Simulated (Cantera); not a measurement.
Feed: 1 mol Si, 4.9 mol HCl, 55 mol H2, 3.9 mol Cl2, at 7.50 Torr.

Cantera equilibrium calculation (NASA polynomials, part measured and part estimated; ideal gas, pure solids and liquids). Candidate condensed phases: Si; 19 gas species. The tables' values for SiCl3 are old estimates; treat these amounts as uncertain. Rates play no part. All values below are at 1200 °C.

Base state: H2 0.818, HCl 0.167, SiCl2 0.0147, SiCl3 0.000803, SiCl4 0.000150, H 0.000114, SiHCl3 6.94e-5, Cl 1.89e-5 (mole fractions); condensed: gas only.

Q: What changes in the equilibrium state with this change: pressure from 7.50 Torr to 100 Torr?

A: 
| species | before | after |
|---|---|---|
| H2 | 0.818 | 0.822 |
| HCl | 0.167 | 0.162 |
| SiCl2 | 0.0147 | 0.0113 |
| SiH2Cl2 | 5.01e-6 | 5.19e-5 |
| SiHCl3 | 6.94e-5 | 0.000696 |
| SiCl4 | 0.000150 | 0.00146 |
